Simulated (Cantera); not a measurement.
Input: 1 mol SrCl2, 48 mol H2, held at 1.00 bar.

These are equilibrium values from Cantera (NASA tables, ideal gas, pure condensed phases), not measurements of a reactor. Candidate condensed phases: Sr, SrCl2; 8 gas species. Rates play no part.

Task: At 1673 K, list the 6 most abundant gas species with their mole fractions, and the condensed phases.

Result: H2 0.995, SrCl2 0.00467, HCl 0.000193, SrCl 0.000136, H 0.000114, Sr 2.86e-5. Condensed: SrCl2(l).
